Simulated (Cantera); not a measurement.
Input (Python, Cantera):

```python
import numpy as np
import cantera as ct

gas = ct.Solution("gri30.yaml")
gas.TPX = 723, 610000, {'CO': 1, 'H2': 1.5, 'CH4': 0.19, 'O2': 1.36, 'N2': 9.64}
inlet = ct.Reservoir(gas, clone=True)
gas.equilibrate("HP")  # start burning
reactor = ct.IdealGasConstPressureReactor(gas, energy="on", clone=False)
exhaust = ct.Reservoir(gas, clone=True)
tau = [0.085, 0.032, 0.012, 0.0045, 0.0017, 0.00064, 0.00024, 9.2e-05, 3.5e-05, 1.3e-05, 4.9e-06][0]
for a, b in ((inlet, reactor), (reactor, exhaust)):
    ct.MassFlowController(a, b, mdot=lambda t: reactor.mass / tau)
net = ct.ReactorNet([reactor])
show = ['CO', 'H2', 'CH4', 'NO2', 'CH2']

rows = []
print(f"{'tau/s':>10s}{'T/K':>9s}" + "".join(f"{s:>11s}" for s in show))
for tau in [0.085, 0.032, 0.012, 0.0045, 0.0017, 0.00064, 0.00024, 9.2e-05, 3.5e-05, 1.3e-05, 4.9e-06]:
    net.initial_time = 0.0
    net.advance(30 * tau)
    before = gas.X
    net.advance(40 * tau)
    drift = np.max(np.abs(gas.X - before) / (gas.X + 1e-9))
    rows.append([gas.T, *gas[show].X, drift])
    print(f"{tau:10.3e}{gas.T:9.1f}" + "".join(f"{x:11.3e}" for x in gas[show].X))
```

It prints:

```
     tau/s      T/K         CO         H2        CH4        NO2        CH2
 8.500e-02   2104.9  2.996e-02  1.277e-02  2.966e-06  3.235e-09  2.286e-08
 3.200e-02   2101.6  3.007e-02  1.283e-02  3.952e-06  5.233e-09  4.999e-08
 1.200e-02   2095.9  3.028e-02  1.293e-02  5.237e-06  8.536e-09  1.024e-07
 4.500e-03   2086.3  3.067e-02  1.314e-02  7.334e-06  1.313e-08  1.959e-07
 1.700e-03   2070.6  3.139e-02  1.351e-02  1.106e-05  1.816e-08  3.482e-07
 6.400e-04   2044.7  3.265e-02  1.417e-02  1.807e-05  2.208e-08  5.782e-07
 2.400e-04   2003.9  3.472e-02  1.524e-02  3.218e-05  2.341e-08  8.992e-07
 9.200e-05   1944.2  3.786e-02  1.671e-02  6.230e-05  2.205e-08  1.312e-06
 3.500e-05   1858.4  4.293e-02  1.862e-02  1.396e-04  1.858e-08  1.871e-06
 1.300e-05   1728.9  5.295e-02  2.177e-02  4.263e-04  1.232e-08  2.830e-06
 4.900e-06    723.0  7.305e-02  1.096e-01  1.388e-02 -2.317e-19  1.048e-28
```

Model: GRI-Mech 3.0 (53 species, 325 reactions), integrated in Cantera.
